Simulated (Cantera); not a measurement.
An isothermal, constant-pressure homogeneous reactor starts with C3H8 : H2 = 1 : 4.3 (molar parts), at 1373 K and 0.000170 bar.

Detailed kinetics in Cantera: GRI-Mech 3.0 (53 species, 325 reactions). GRI-Mech 3.0 was tuned for natural gas; its chemistry of propane as a main component is partial and can be far from experiment. GRI-Mech 3.0 stops at C3 and has no aromatics, soot or wall deposition, so with more carbon than oxygen in the feed, carbon stays in small species such as C2H2 where larger ones or solid carbon would form. Radical loss at walls, strong at low pressure, is not modelled.

x: mole fraction; the columns are a selection and need not sum to one.

| t (s) | x C3H8 | x H2 | x C2H6 | x H | x CH4 | x C2H | x C2H2 |
|---|---|---|---|---|---|---|---|
| 0.000400 | 0.188 | 0.811 | 1.02e-6 | … | 3.18e-6 | <1e-12 | 3.79e-12 |
| 0.00109 | 0.188 | 0.811 | 7.24e-6 | … | 2.39e-5 | <1e-12 | 1.30e-10 |
| 0.00299 | 0.187 | 0.810 | 4.73e-5 | … | 0.000193 | <1e-12 | 9.80e-9 |
| 0.00818 | 0.181 | 0.806 | 0.000244 | … | 0.00174 | <1e-12 | 8.40e-7 |
| 0.0224 | 0.157 | 0.789 | 0.000811 | … | 0.0149 | 2.80e-11 | 4.95e-5 |
| 0.0612 | 0.0655 | 0.724 | 0.00160 | 0.00178 | 0.0847 | 4.56e-9 | 0.00234 |
| 0.167 | 0.00102 | 0.685 | 0.000460 | 0.00178 | 0.156 | 6.05e-8 | 0.0292 |
| 0.458 | 1.03e-5 | 0.692 | 0.000114 | … | 0.159 | 2.83e-8 | 0.0503 |
| 1.25 | 7.17e-8 | 0.697 | 3.96e-5 | … | 0.158 | 1.24e-8 | 0.0637 |
| 3.42 | 1.04e-9 | 0.700 | 1.26e-5 | … | 0.156 | 5.87e-9 | 0.0751 |
| 9.36 | 1.19e-10 | 0.704 | 3.32e-6 | … | 0.154 | 3.03e-9 | 0.0867 |
| 25.6 | 3.00e-11 | 0.709 | 1.09e-6 | 1.78e-5 | 0.152 | 2.00e-9 | 0.1000 |
| 70.0 | 2.24e-11 | 0.715 | 1.02e-6 | 1.88e-5 | 0.149 | 2.46e-9 | 0.118 |

Some entries are withheld; supply them.


- 0.000400, x H: 6.72e-6
- 0.00109, x H: 2.98e-5
- 0.00299, x H: 9.05e-5
- 0.00818, x H: 0.000220
- 0.0224, x H: 0.000567
- 0.458, x H: 0.000489
- 1.25, x H: 0.000171
- 3.42, x H: 6.88e-5
- 9.36, x H: 3.09e-5
